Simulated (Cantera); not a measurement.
A Cantera script and what it prints.

```python
import numpy as np
import cantera as ct

gas_names = """
    F K HF
""".split()
cond_names = """
    KHF2(a) KHF2(b) KHF2(L)
""".split()


def load(file, names, dense=False):
    # The tables refer to 1 bar. Condensed volumes are neglected.
    table = {s.name: s for s in ct.Species.list_from_file(file)}
    out = []
    for n in names:
        d = dict(table[n].input_data)
        d["thermo"] = dict(d["thermo"], **{"reference-pressure": 1e5})
        if dense:
            d["equation-of-state"] = {"model": "constant-volume", "density": "1e6 g/cm^3"}
        out.append(ct.Species.from_dict(d))
    return out


species = {s.name: s for s in load("nasa_gas.yaml", gas_names) + load("nasa_condensed.yaml", cond_names)}
# Each term lists the table entries of one substance; the one whose range holds T is used.
reactions = {
    'KHF2 = F(g) + K(g) + HF(g)':
        [(-1, ['KHF2(a)', 'KHF2(b)', 'KHF2(L)']), (1, ['F']), (1, ['K']), (1, ['HF'])],
}


def pick(names, T):
    return next(species[n] for n in names if species[n].thermo.min_temp <= T <= species[n].thermo.max_temp)


results = []
for label, terms in reactions.items():
    print(label)
    print("     T/K   dH/kJ  dS/(J/K)   dG/kJ   log10 K")
    for T in [2148, 2198, 2248, 2298, 2348]:
        used = [(nu, pick(names, T)) for nu, names in terms]
        dH = sum(nu * s.thermo.h(T) for nu, s in used) / 1e6
        dS = sum(nu * s.thermo.s(T) for nu, s in used) / 1e3
        dG = dH - T * dS / 1e3
        logK = -dG * 1e6 / (ct.gas_constant * T * np.log(10))
        results.append((label, T, dH, dS, dG, logK, [s.name for _, s in used]))
        print(f"{T:8g} {dH:8.1f} {dS:8.1f} {dG:8.1f} {logK:8.2f}")
```

Output:

```
KHF2 = F(g) + K(g) + HF(g)
     T/K   dH/kJ  dS/(J/K)   dG/kJ   log10 K
    2148    755.2    298.8    113.3    -2.76
    2198    753.8    298.2     98.4    -2.34
    2248    752.4    297.6     83.5    -1.94
    2298    751.0    297.0     68.6    -1.56
    2348    749.7    296.4     53.8    -1.20
```

Source: NASA polynomial tables (part measured, part estimated), evaluated in Cantera. Condensed species are held in their standard states even where they would react or evaporate.
